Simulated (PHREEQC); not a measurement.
Make-up at 10 °C: 0.29 mol K2SO4, 0.00054 mol AlCl3 and 0.00042 mol LiOH per kg of water. Closed to the air; pH follows from the charge balance.

Equilibrium calculation in PHREEQC: ion-association model, phreeqc.dat.

Precipitation was switched off in this run.

Problem. What pH, specific conductance, density does the model give?

Solution. pH 6.45; specific conductance 28200 µS/cm; density 1.039 g/cm³.

Problem. In which forms is K present?

Solution. K+ 85 %, KSO4- 15 % of the K.

Saturation is exceeded, for instance for Al(OH)3(a), Gibbsite (slow to form); the values hold only as long as no solid forms. Constants without temperature data keep their 25 °C values here.
